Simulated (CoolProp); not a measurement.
Vapour-liquid equilibrium of cyclohexane (1) + m-xylene (2) at 1.45 MPa; x and y are mole fractions of (1).

Model: multi-fluid Helmholtz-energy mixture model, Zhou 2014 and Zhou 2012; pair parameters Bell 2016, in CoolProp.

```json
[
 {"x": "0.05", "bubble temperature, mixture model (K)": "543.2", "bubble temperature, Raoult's law (K)": "543.2", "y, mixture model": "0.099", "y, Raoult's law": "0.123"},
 {"x": "0.125", "bubble temperature, mixture model (K)": "535.4", "bubble temperature, Raoult's law (K)": "535.5", "y, mixture model": "0.233", "y, Raoult's law": "0.280"},
 {"x": "0.2", "bubble temperature, mixture model (K)": "528.2", "bubble temperature, Raoult's law (K)": "528.4", "y, mixture model": "0.351", "y, Raoult's law": "0.409"},
 {"x": "0.275", "bubble temperature, mixture model (K)": "521.5", "bubble temperature, Raoult's law (K)": "521.9", "y, mixture model": "0.453", "y, Raoult's law": "0.516"},
 {"x": "0.35", "bubble temperature, mixture model (K)": "515.3", "bubble temperature, Raoult's law (K)": "515.9", "y, mixture model": "0.541", "y, Raoult's law": "0.606"},
 {"x": "0.425", "bubble temperature, mixture model (K)": "509.6", "bubble temperature, Raoult's law (K)": "510.3", "y, mixture model": "0.618", "y, Raoult's law": "0.682"},
 {"x": "0.5", "bubble temperature, mixture model (K)": "504.4", "bubble temperature, Raoult's law (K)": "505.1", "y, mixture model": "0.685", "y, Raoult's law": "0.747"},
 {"x": "0.575", "bubble temperature, mixture model (K)": "499.7", "bubble temperature, Raoult's law (K)": "500.3", "y, mixture model": "0.745", "y, Raoult's law": "0.802"},
 {"x": "0.65", "bubble temperature, mixture model (K)": "495.3", "bubble temperature, Raoult's law (K)": "495.8", "y, mixture model": "0.798", "y, Raoult's law": "0.849"},
 {"x": "0.725", "bubble temperature, mixture model (K)": "491.1", "bubble temperature, Raoult's law (K)": "491.5", "y, mixture model": "0.847", "y, Raoult's law": "0.890"},
 {"x": "0.8", "bubble temperature, mixture model (K)": "487.3", "bubble temperature, Raoult's law (K)": "487.5", "y, mixture model": "0.891", "y, Raoult's law": "0.926"},
 {"x": "0.875", "bubble temperature, mixture model (K)": "483.6", "bubble temperature, Raoult's law (K)": "483.7", "y, mixture model": "0.934", "y, Raoult's law": "0.957"},
 {"x": "0.95", "bubble temperature, mixture model (K)": "480.1", "bubble temperature, Raoult's law (K)": "480.2", "y, mixture model": "0.974", "y, Raoult's law": "0.984"}
]
```

The largest gap from Raoult's law is -0.7 K in bubble temperature, at x = 0.425. No azeotrope shows between x = 0.05 and 0.95.

Pair parameters are fitted to limited data, so mixtures are less certain than the pure fluids.
